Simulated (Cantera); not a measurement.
A freely propagating, adiabatic, planar premixed flame of 20.4 % H2, 16.7 % O2, 62.9 % N2, equivalence ratio 0.61, unburnt at 400 K and 3750 Torr; unity-Lewis-number transport, grid criteria slope 0.08 and curve 0.16, no radiation.

Cantera simulation using the H2/O2 subset of GRI-Mech 3.0, which has no nitrogen chemistry; the numbers are that mechanism's predictions, not measurements. The hydrogen kinetics of GRI-Mech 3.0 are dated; newer H2 mechanisms differ, most at raised pressure. Unity Lewis numbers drop preferential diffusion, which matters most where H2 and H carry the flame. Burning velocities carry a grid error of a few per cent, more on coarse grids. Lean hydrogen flames are cellular in practice and burn faster than this planar one.

x: mole fraction of selected species; z is measured from the peak of heat release.

```tsv
z (mm)	T (K)	u (m/s)	x H2	x O2	x O	x HO2	x OH	x H
-0.145	400	1.39	0.204	0.167	<1e-8	4.08e-7	<1e-8	<1e-8
-0.0964	403	1.40	0.204	0.167	<1e-8	3.38e-6	<1e-8	<1e-8
-0.0723	409	1.42	0.203	0.167	3.78e-8	1.12e-5	<1e-8	<1e-8
-0.0482	451	1.56	0.198	0.165	4.91e-7	6.70e-5	8.68e-8	<1e-8
-0.0241	726	2.47	0.167	0.150	3.72e-5	0.000519	3.82e-5	2.63e-5
-0.0120	(withheld)	3.55	(withheld)	(withheld)	(withheld)	(withheld)	(withheld)	(withheld)
0	1422	4.61	0.0630	0.101	0.00279	0.000341	0.00344	0.00705
0.0120	1641	5.23	0.0253	0.0813	0.00508	0.000201	0.00709	0.00834
0.0241	1753	5.54	0.0118	0.0743	0.00499	0.000133	0.00848	0.00552
0.0482	1848	5.80	(withheld)	0.0717	(withheld)	(withheld)	(withheld)	(withheld)
0.0964	1905	5.95	0.00180	0.0716	0.00115	2.83e-5	0.00519	0.000455
0.193	1930	6.02	0.000565	0.0720	0.000369	9.83e-6	0.00308	8.09e-5
0.386	1939	6.05	0.000191	0.0722	0.000131	4.04e-6	0.00188	1.68e-5
```

Problem. Complete the blanks.

Solution. 
- -0.0120, T (K): 1068
- -0.0120, x H2: 0.122
- -0.0120, x O2: 0.129
- -0.0120, x O: 0.000490
- -0.0120, x HO2: 0.000607
- -0.0120, x OH: 0.000699
- -0.0120, x H: 0.00139
- 0.0482, x H2: 0.00490
- 0.0482, x O: 0.00297
- 0.0482, x HO2: 6.99e-5
- 0.0482, x OH: 0.00761
- 0.0482, x H: 0.00202
